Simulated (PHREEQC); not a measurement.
## Ultrapure water in contact with air or piping: speciation

Model water analysis in mg/L, 25 °C, pH 7.57, pe 9.2:

```csv
constituent,mg/L
Na,0.102
K,0.151
Ca,0.502
Mg,0.181
Cl,0.274
S(6) as SO4,0.406
Alkalinity as HCO3,2.04
O(0) (dissolved oxygen),0.00164
N(5) as NO3,0.0621
```

Valence states are taken as typed.

Model: ion-association model, phreeqc.dat, run in PHREEQC.

No solid was allowed to form.

**Question.** What charge-balance error does the model give?

**Answer.** charge-balance error -2.4 %.

**Question.** In which forms is C present?

**Answer.** HCO3- 94 %, CO2 5.6 % of the C.
